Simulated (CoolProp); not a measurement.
Model: reference Helmholtz-energy equation of state, Lemmon 2006, in CoolProp. It is a short technical equation, of lower accuracy than the large ones.

Q: Give the vapour pressure (MPa), liquid density (kg/m³), liquid cp (kJ/(kg K)), vapour Z of saturated C3F8 (R218) at 8.85, 26.45, 32.35 °C.

A: 
```tsv
T (°C)	p (MPa)	liquid density (kg/m³)	liquid cp (kJ/(kg K))	vapour Z
8.85	0.547	1410	1.10	0.833
26.45	0.902	1310	1.18	0.761
32.35	1.05	1280	1.22	0.732
```
